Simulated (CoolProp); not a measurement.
Properties of methanol along the isobar 1.9 MPa (Tc = 240.2 °C, pc = 8.216 MPa, ω = 0.565).

Model: reference Helmholtz-energy equation of state, de Reuck 1993, in CoolProp.

```tsv
T (°C)	phase	cp (kJ/(kg K))	viscosity (µPa s)	conductivity (mW/(m K))	fugacity coefficient
215.35	gas	2.557	15.6	40.6	0.9078
226.35	gas	2.463	16.0	42.0	0.9170
237.35	gas	2.401	16.4	43.4	0.9248
248.25	gas	2.361	16.9	44.8	0.9314
259.25	gas	2.333	17.3	46.3	0.9372
270.15	gas	2.315	17.7	47.7	0.9421
281.15	gas	2.303	18.1	49.2	0.9464
292.05	gas	2.296	18.5	50.8	0.9500
303.05	gas	2.293	18.9	52.3	0.9532
313.95	gas	2.294	19.2	53.9	0.9560
324.95	gas	2.297	19.6	55.5	0.9583
335.85	gas	2.302	20.0	57.1	0.9604
346.85	gas	2.308	20.4	58.7	0.9621
```

Viscosity comes from a separate model (Xiang 2006). Thermal conductivity comes from a separate model (Sykioti 2013).
